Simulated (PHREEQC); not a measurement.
Arsenic or selenium liquor (model solution)

A solution holds 0.0026 mol/kgw Na2HAsO4 and 0.00028 mol/kgw NaOH, at 20 °C. Closed to the air; pH follows from the charge balance.

All values are PHREEQC results (ion-association model, wateq4f.dat), not measurements.

This is a speciation only: nothing precipitates in the calculation.

### Question
Estimate the pH, ionic strength.

### Answer
pH 10.27; ionic strength 0.00837 mol/kgw.

### Question
In which forms is As present?

### Answer
HAsO4-2 94 %, AsO4-3 5.5 % of the As.
